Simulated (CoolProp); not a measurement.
Vapour-liquid equilibrium of hexamethyldisiloxane (MM) (1) + toluene (2) at 0.626 MPa; x and y are mole fractions of (1).

Values from CoolProp's multi-fluid Helmholtz-energy mixture model, Thol 2016 and Lemmon 2006; pair parameters Bell 2016.

```
x     bubble temperature, mixture model (K)  bubble temperature, Raoult's law (K)  y, mixture model  y, Raoult's law
----  -------------------------------------  ------------------------------------  ----------------  ---------------
0.05                                  462.2                                 462.6             0.065            0.061
0.15                                  460.2                                 461.3             0.187            0.179
0.25                                  458.5                                 460.1             0.299            0.292
0.35                                  456.9                                 458.9             0.402            0.400
0.45                                  455.6                                 457.8             0.499            0.503
0.55                                  454.4                                 456.7             0.591            0.602
0.65                                  453.5                                 455.5             0.680            0.697
0.75                                  452.7                                 454.4             0.768            0.788
0.85                                  452.2                                 453.4             0.858            0.876
0.95                                  451.9                                 452.3             0.951            0.959
```

The largest gap from Raoult's law is -2.3 K in bubble temperature, at x = 0.55. No azeotrope shows between x = 0.05 and 0.95.

Pair parameters are fitted to limited data, so mixtures are less certain than the pure fluids.
